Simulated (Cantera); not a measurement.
Input: 1 mol HCl, 0.04 mol O2, 3.9 mol N2, at 7200000 Pa.

These are equilibrium values from Cantera (NASA tables, ideal gas, pure condensed phases), not measurements of a reactor. Candidate condensed phases: H2O, NH4Cl; 29 gas species. The ideal-gas law is rough above about 30 bar. Kinetics and transport are ignored. All values below are at 2098 K.

Base state: N2 0.790, HCl 0.178, H2O 0.0121, Cl 0.0104, Cl2 0.00694, O2 0.00155, NO 0.000851, OH 0.000113 (mole fractions); condensed: gas only.

Question: What changes in the equilibrium state with this change: N2 from 3.9 to 0.49 mol?

Answer: 
```csv
species,before,after
HCl,0.178,0.573
N2,0.790,0.323
H2O,0.0121,0.0433
Cl2,0.00694,0.0322
Cl,0.0104,0.0223
HOCl,2.72e-5,0.000141
ClO,4.86e-5,0.000169
```

Question: What changes in the equilibrium state with this change: O2 from 0.04 to 0.56 mol?

Answer: 
```csv
species,before,after
N2,0.790,0.714
HCl,0.178,0.136
O2,0.00155,0.0875
Cl2,0.00694,0.0157
H2O,0.0121,0.0235
Cl,0.0104,0.0156
NO2,9.20e-7,4.95e-5
ClO,4.86e-5,0.000549
O,6.36e-6,4.78e-5
NO,0.000851,0.00609
HOCl,2.72e-5,0.000157
```

Question: What changes in the equilibrium state with this change: N2 from 3.9 to 10 mol?

Answer: 
| species | before | after |
|---|---|---|
| N2 | 0.790 | 0.905 |
| HCl | 0.178 | 0.0802 |
| Cl | 0.0104 | 0.00587 |
| H2O | 0.0121 | 0.00513 |
| HOCl | 2.72e-5 | 8.27e-6 |
| Cl2 | 0.00694 | 0.00223 |
| ClO | 4.86e-5 | 1.86e-5 |
| O2 | 0.00155 | 0.000705 |
| OH | 0.000113 | 6.05e-5 |
